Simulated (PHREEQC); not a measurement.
A made-up water analysis in mg/L, 25 °C, pH 2.8, pe 8.1: Na 29.6; K 103; Ca 526; Mg 48.3; Cl 50.5; S(6) as SO4 1670; Sr 2.43; Zn 1.37.

Valence states are taken as typed.

The numbers come from PHREEQC with the ion-association model, phreeqc.dat.

No solid was allowed to form.

Q: Order these Zn species by the share of Zn that they hold, largest first: Zn+2, ZnSO4, ZnCl+, Zn(SO4)2-2.

A: Zn+2 (61 %), ZnSO4 (36 %), Zn(SO4)2-2 (3.4 %), ZnCl+ (0.11 %)

The pH is 2.80 and the ionic strength 0.0476 mol/kgw.
